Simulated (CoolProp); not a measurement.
Vapour-liquid equilibrium of cyclopropane (1) + R134a (2) at 278.1 K; x and y are mole fractions of (1).

Model: multi-fluid Helmholtz-energy mixture model, Polt 1992 and Tillner-Roth 1994; pair parameters Bell 2016, in CoolProp. This equation is an older, rougher fit; its heat capacities, sound speeds and derivatives of the liquid may be far off and weren't checked against measurements.

Q: Give the bubble pressure and the first vapour's composition at x = 0.35, 0.65, 0.95. Is there an azeotrope?

A: x = 0.35: 5.109 bar, y = 0.476; x = 0.65: 5.253 bar, y = 0.606; x = 0.95: 4.452 bar, y = 0.874. y crosses x between x = 0.55 and 0.65: the model has an azeotrope there.

Pair parameters are fitted to limited data, so mixtures are less certain than the pure fluids.
